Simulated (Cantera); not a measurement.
A closed system holds: 1 mol SiHCl3, a varied amount of H2, equilibrated at 2073.15 K and 67000 Pa.

Equilibrium computed with Cantera from the NASA thermochemical tables; the gas is ideal and each condensed phase is pure. Candidate condensed phases: Si; 19 gas species. The tables' values for SiCl3, SiCl are old estimates; treat these amounts as uncertain. Gases not in the tables: Si2H6 and higher silanes. The numbers say what is thermodynamically allowed, not how fast it happens.

x: gas mole fraction; n: condensed amount in mol.

| n(H2) (mol) | x H2 | x HCl | x SiCl2 | x H | n Si(l) |
|---|---|---|---|---|---|
| 17 | 0.867 | 0.102 | 0.0266 | 0.00299 | 0.471 |
| 23 | 0.895 | 0.0839 | 0.0173 | 0.00304 | 0.544 |
| 31 | 0.917 | 0.0679 | 0.0111 | 0.00308 | 0.611 |
| 41 | 0.934 | (withheld) | (withheld) | 0.00311 | 0.668 |
| 55 | 0.948 | 0.0434 | 0.00439 | 0.00313 | 0.720 |
| 74 | 0.960 | (withheld) | (withheld) | 0.00315 | 0.762 |
| 99 | 0.968 | 0.0263 | 0.00158 | 0.00316 | 0.794 |
| 130 | 0.975 | 0.0206 | 0.000964 | 0.00318 | 0.815 |
| 180 | 0.981 | 0.0153 | 0.000527 | 0.00318 | 0.827 |
| 240 | 0.984 | 0.0117 | 0.000306 | 0.00319 | 0.826 |

Q: Complete the blanks.

A: 
- 41, x HCl: 0.0549
- 41, x SiCl2: 0.00712
- 74, x HCl: 0.0339
- 74, x SiCl2: 0.00264
